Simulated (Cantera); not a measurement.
An isothermal, constant-pressure homogeneous reactor starts with 13.9 % NH3, 86.1 % H2, at 1675 K and 22000 Pa.

Detailed kinetics in Cantera: the gas-phase N/H chemistry of the illustrative SiF4/NH3 mechanism in the Surface Chemkin manual (1991). Walls and surfaces, which speed up NH3 decomposition in real reactors, are not modelled.

x: mole fraction; the columns are a selection and need not sum to one.

```
t (s)      x NH3   x H2    x NH2    x N2H4       x H      x NH      x N2
--------  ------  -----  -------  --------  --------  --------  --------
2.00e-5    0.139  0.861      [?]    <1e-12   1.34e-7    <1e-12    <1e-12
7.43e-5    0.139  0.861      [?]    <1e-12   5.04e-7  7.10e-12    <1e-12
0.000276   0.139  0.861      [?]  1.35e-12   1.88e-6  1.01e-10  1.47e-11
0.00102    0.139  0.861      [?]  1.92e-11   6.97e-6   1.41e-9   1.68e-9
0.00381    0.139  0.861      [?]  2.62e-10   2.57e-5   1.92e-8   1.20e-7
0.0141     0.139  0.861      [?]   2.84e-9   8.47e-5   2.08e-7   7.34e-6
0.0525     0.139  0.861  5.03e-5   6.16e-9  0.000125   4.52e-7  0.000139
0.195      0.137  0.862  5.00e-5   6.10e-9  0.000126   4.52e-7  0.000709
0.725      0.133  0.865  4.88e-5   5.80e-9  0.000127   4.45e-7   0.00276
2.69       0.117  0.873      [?]   4.83e-9  0.000133   4.20e-7   0.00956
10.0      0.0777  0.895      [?]   2.61e-9  0.000151   3.43e-7    0.0268
```

Problem. Fill in the missing entries.

Solution. 
- 2.00e-5, x NH2: 5.65e-8
- 7.43e-5, x NH2: 2.05e-7
- 0.000276, x NH2: 7.58e-7
- 0.00102, x NH2: 2.81e-6
- 0.00381, x NH2: 1.04e-5
- 0.0141, x NH2: 3.41e-5
- 2.69, x NH2: 4.45e-5
- 10.0, x NH2: 3.28e-5
